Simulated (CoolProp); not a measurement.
Values from CoolProp's reference Helmholtz-energy equation of state, Lemmon 2005. It is a short technical equation, of lower accuracy than the large ones.

### Question
For cis-2-butene, give the phase and the cp (kJ/(kg K)) at 461.8 K and 4.7 bar; 525 K and 4.7 bar.

### Answer
- 461.8 K and 4.7 bar: gas; cp 2.10
- 525 K and 4.7 bar: gas; cp 2.31
